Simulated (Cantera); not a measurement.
Charge: 1 mol Fe(CO)5, 0.45 mol H2, 0.76 mol N2, at 1575 K and 1500 Pa.

Cantera equilibrium calculation (NASA polynomials, part measured and part estimated; ideal gas, pure solids and liquids). Candidate condensed phases: C, C6H6, C7H8, C8H18, Fe, Fe(CO)5, FeO, Fe(OH)2, Fe(OH)3, Fe2O3, Fe3O4, H2O; 140 gas species. Rates play no part.

Base state: CO 0.805, N2 0.122, H2 0.0724, H 9.13e-5, Fe 4.56e-5, HCN 2.64e-5, CO2 2.15e-5 (mole fractions); condensed: Fe(γ).

**Question.** What changes in the equilibrium state with this change: Fe(CO)5 replaced by HgO?

**Answer.** 
```tsv
species	before	after
Hg	0	0.402
N2	0.122	0.305
H2O	5.60e-6	0.181
CO	0.805	0
O2	<1e-9	0.110
H2	0.0724	2.19e-5
Fe	4.56e-5	0
NO	<1e-9	0.000782
OH	<1e-9	0.000476
O	<1e-9	2.90e-5
HCN	2.64e-5	0
Fe(γ), mol	1.000	0
```
Further candidate phases: Hg, HgO.
